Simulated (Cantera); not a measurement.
Dilute partial oxidation

An isothermal, constant-pressure homogeneous reactor starts with 1.64 % CH₄, 0.974 % O₂, 97.4 % N₂, equivalence ratio 3.4, at 1225 K and 10500 Torr.

Cantera simulation using GRI-Mech 3.0 (53 species, 325 reactions); the numbers are that mechanism's predictions, not measurements. The pressure lies above the range GRI-Mech 3.0 was tuned for (to about 10 atm).

```json
[
 {"t (s)": "2.00e-6", "x CH₄": "0.0164", "x O₂": "0.00974", "x C₂H₂": "<1e-12", "x O": "<1e-12", "x C₂H₄": "<1e-12", "x NO": "<1e-12"},
 {"t (s)": "9.28e-6", "x CH₄": "0.0164", "x O₂": "0.00974", "x C₂H₂": "<1e-12", "x O": "<1e-12", "x C₂H₄": "<1e-12", "x NO": "<1e-12"},
 {"t (s)": "4.31e-5", "x CH₄": "0.0164", "x O₂": "0.00974", "x C₂H₂": "<1e-12", "x O": "1.68e-12", "x C₂H₄": "<1e-12", "x NO": "<1e-12"},
 {"t (s)": "0.000200", "x CH₄": "0.0164", "x O₂": "0.00974", "x C₂H₂": "<1e-12", "x O": "6.17e-12", "x C₂H₄": "4.93e-12", "x NO": "<1e-12"},
 {"t (s)": "0.000928", "x CH₄": "0.0164", "x O₂": "0.00974", "x C₂H₂": "<1e-12", "x O": "3.22e-11", "x C₂H₄": "1.14e-9", "x NO": "<1e-12"},
 {"t (s)": "0.00431", "x CH₄": "0.0164", "x O₂": "0.00974", "x C₂H₂": "5.07e-12", "x O": "4.99e-11", "x C₂H₄": "3.18e-8", "x NO": "<1e-12"},
 {"t (s)": "0.0200", "x CH₄": "0.0164", "x O₂": "0.00972", "x C₂H₂": "3.55e-10", "x O": "7.96e-11", "x C₂H₄": "4.29e-7", "x NO": "<1e-12"},
 {"t (s)": "0.0928", "x CH₄": "0.0159", "x O₂": "0.00946", "x C₂H₂": "1.10e-7", "x O": "3.46e-10", "x C₂H₄": "2.35e-5", "x NO": "<1e-12"},
 {"t (s)": "0.431", "x CH₄": "0.00739", "x O₂": "0.000396", "x C₂H₂": "0.000192", "x O": "3.72e-10", "x C₂H₄": "0.000632", "x NO": "3.17e-10"},
 {"t (s)": "2.00", "x CH₄": "0.00723", "x O₂": "7.76e-6", "x C₂H₂": "0.000417", "x O": "1.38e-12", "x C₂H₄": "0.000394", "x NO": "1.36e-10"},
 {"t (s)": "9.28", "x CH₄": "0.00719", "x O₂": "1.84e-9", "x C₂H₂": "0.000472", "x O": "<1e-12", "x C₂H₄": "0.000358", "x NO": "1.24e-11"},
 {"t (s)": "43.1", "x CH₄": "0.00705", "x O₂": "<1e-12", "x C₂H₂": "0.000489", "x O": "<1e-12", "x C₂H₄": "0.000403", "x NO": "<1e-12"},
 {"t (s)": "200", "x CH₄": "0.00701", "x O₂": "<1e-12", "x C₂H₂": "0.000462", "x O": "<1e-12", "x C₂H₄": "0.000434", "x NO": "<1e-12"}
]
```
x: mole fraction; the columns are a selection and need not sum to one.

Equilibrium at this temperature and pressure: CH₄ 8.88e-6, O₂ <1e-12, C₂H₂ 1.47e-11, O <1e-12, C₂H₄ 5.03e-11, NO <1e-12 (gas phase only).
